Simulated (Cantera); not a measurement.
Charge: 1 mol Si(CH₃)₄, 0.96 mol C₂H₄, 84 mol H₂, held at 975 K and 16.0 mbar.

Cantera equilibrium calculation (NASA polynomials, part measured and part estimated; ideal gas, pure solids and liquids). Candidate condensed phases: C, C₆H₆, C₇H₈, C₈H₁₈, Si, SiC; 87 gas species. Equilibrium is a limit: real reactors are often held back by kinetics, nucleation or transport.

Base state: H₂ 0.998, CH₄ 0.00200 (mole fractions); condensed: C(graphite) + SiC(s).

Task: What changes in the equilibrium state with this change: temperature from 975 K to 1948.15 K?

Result: 
| species | before | after |
|---|---|---|
| H₂ | 0.998 | 0.990 |
| H | 9.03e-9 | 0.00890 |
| C₂H₂ (acetylene) | <1e-9 | 0.000534 |
| CH₄ | 0.00200 | 7.68e-6 |
| Si | <1e-9 | 6.55e-5 |
| C(graphite), mol | 4.74 | 4.83 |
| SiC(s), mol | 1.00 | 0.993 |
